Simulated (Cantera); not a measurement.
Charge: 1 mol C₆H₆, 0.037 mol H₂O, 1.3 mol N₂, at 952 °C and 12.0 mbar.

Equilibrium computed with Cantera from the NASA thermochemical tables; the gas is ideal and each condensed phase is pure. Candidate condensed phases: C, C₆H₆, C₇H₈, C₈H₁₈, H₂O; 136 gas species. Kinetics and transport are ignored.

Task: What is the equilibrium state?

Result: 
```json
{
 "x(H₂)": "0.694",
 "x(N₂)": "0.297",
 "x(CO)": "0.00846",
 "x(CH₄)": "7.59e-5",
 "x(HCN)": "4.44e-5",
 "x(H)": "2.37e-6",
 "x(H₂O)": "1.39e-6",
 "n(C(graphite))": "5.96 mol",
 "gas_amount": "4.374 mol"
}
```
